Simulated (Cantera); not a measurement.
**Dilute partial oxidation**

A perfectly stirred reactor is fed with 2.16 % CH₄, 4.03 % O₂, 93.8 % N₂, equivalence ratio 1.1, at 7500 Torr; it is held at 950 K, and followed from long to short residence time.

Computed with Cantera and GRI-Mech 3.0 (53 species, 325 reactions). The temperature is held fixed by assumption; the heat of reaction is taken as removed at once.

| τ (s) | x CH₄ | x O₂ | x H | x CH₂CO | x CH₃ |
|---|---|---|---|---|---|
| 4.8 | 0.00188 | 0.00388 | 1.38e-8 | 2.92e-6 | 2.40e-7 |
| 1.4 | 0.00334 | 0.00806 | 1.84e-8 | 4.20e-6 | 4.24e-7 |
| 0.44 | 0.00607 | 0.0147 | 2.34e-8 | 5.22e-6 | 7.16e-7 |
| 0.13 | 0.0113 | 0.0249 | 2.63e-8 | 4.50e-6 | 1.15e-6 |
| 0.041 | 0.0182 | 0.0359 | 1.67e-8 | 1.04e-6 | 1.41e-6 |
| 0.012 | 0.0216 | 0.0403 | <1e-12 | <1e-12 | 2.00e-8 |
| 0.0038 | 0.0216 | 0.0403 | <1e-12 | <1e-12 | 5.55e-9 |
| 0.0011 | 0.0216 | 0.0403 | <1e-12 | <1e-12 | 1.22e-9 |
| 0.00035 | 0.0216 | 0.0403 | <1e-12 | <1e-12 | 3.57e-10 |
| 0.00011 | 0.0216 | 0.0403 | <1e-12 | <1e-12 | 1.09e-10 |
x: mole fraction; the columns are a selection and need not sum to one.
